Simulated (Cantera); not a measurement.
A closed system holds: 1 mol Si, 0.66 mol H₂, 0.52 mol HCl, equilibrated at 598.15 K and 1.00 bar.

Equilibrium computed with Cantera from the NASA thermochemical tables; the gas is ideal and each condensed phase is pure. Candidate condensed phases: Si; 19 gas species. Kinetics and transport are ignored.

Base state: H₂ 0.859, SiCl₄ 0.0827, SiHCl₃ 0.0561, SiH₂Cl₂ 0.00189, HCl 3.34e-5, SiH₃Cl 1.25e-5 (mole fractions); condensed: Si(s).

Task: What changes in the equilibrium state with this change: temperature from 598.15 K to 798.15 K?

Result: 
| species | before | after |
|---|---|---|
| H₂ | 0.859 | 0.859 |
| SiCl₄ | 0.0827 | 0.0851 |
| SiHCl₃ | 0.0561 | 0.0518 |
| HCl | 3.34e-5 | 0.00125 |
| SiCl₃ | 1.80e-7 | 3.73e-5 |
| SiH₃Cl | 1.25e-5 | 2.86e-5 |
| SiH₂Cl₂ | 0.00189 | 0.00254 |
| Si(s), mol | 0.855 | 0.856 |
The tables' values for SiCl₃ are old estimates; treat these amounts as uncertain.
